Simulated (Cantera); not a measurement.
An adiabatic, constant-pressure homogeneous reactor starts with CH4 : CO : O2 : N2 = 1 : 0.63 : 1.93 : 7.25 (molar parts), equivalence ratio 1.2, at 975 K and 3000000 Pa. Integrator tolerance rtol = 1e-08.

Cantera simulation using GRI-Mech 3.0 (53 species, 325 reactions); the numbers are that mechanism's predictions, not measurements. The pressure lies above the range GRI-Mech 3.0 was tuned for (to about 10 atm). Below about 1000 K GRI-Mech 3.0 lacks low-temperature oxidation paths.

Problem. What does this change do: pressure from 3000000 Pa to 100000 Pa?

Solution. 
```tsv
quantity	before	after
time of steepest temperature rise	0.144 s	not reached
temperature at 0.200 s	2682 K	975 K
equilibrium temperature	2682 K	2558 K
x(CH4) at 0.200 s	2.06e-12 (gas-phase equilibrium 2.35e-12)	0.0925 (gas-phase equilibrium <1e-12)
x(CO) at 0.200 s	0.0586 (gas-phase equilibrium 0.0586)	0.0583 (gas-phase equilibrium 0.0650)
x(O2) at 0.200 s	0.000659 (gas-phase equilibrium 0.000659)	0.179 (gas-phase equilibrium 0.00407)
x(HCO) at 0.200 s	2.39e-7 (gas-phase equilibrium 2.39e-7)	<1e-12 (gas-phase equilibrium 3.82e-8)
x(H2O2) at 0.200 s	2.35e-7 (gas-phase equilibrium 2.35e-7)	1.80e-8 (gas-phase equilibrium 7.92e-8)
x(NO) at 0.200 s	0.00160 (gas-phase equilibrium 0.00160)	<1e-12 (gas-phase equilibrium 0.00324)
```

Problem. What does this change do: constant volume in place of constant pressure?

Solution. 
| quantity | before | after |
|---|---|---|
| time of steepest temperature rise | 0.144 s | 0.136 s |
| temperature at 0.200 s | 2682 K | 3007 K |
| equilibrium temperature | 2682 K | 3007 K |
| x(CH4) at 0.200 s | 2.06e-12 (gas-phase equilibrium 2.35e-12) | 9.70e-12 (gas-phase equilibrium 1.12e-11) |
| x(CO) at 0.200 s | 0.0586 (gas-phase equilibrium 0.0586) | 0.0648 (gas-phase equilibrium 0.0648) |
| x(O2) at 0.200 s | 0.000659 (gas-phase equilibrium 0.000659) | 0.00208 (gas-phase equilibrium 0.00208) |
| x(HCO) at 0.200 s | 2.39e-7 (gas-phase equilibrium 2.39e-7) | 1.00e-6 (gas-phase equilibrium 1.00e-6) |
| x(H2O2) at 0.200 s | 2.35e-7 (gas-phase equilibrium 2.35e-7) | 1.24e-6 (gas-phase equilibrium 1.24e-6) |
| x(NO) at 0.200 s | 0.00160 (gas-phase equilibrium 0.00160) | 0.00439 (gas-phase equilibrium 0.00439) |
Above 3000 K some thermodynamic fits are extrapolated.
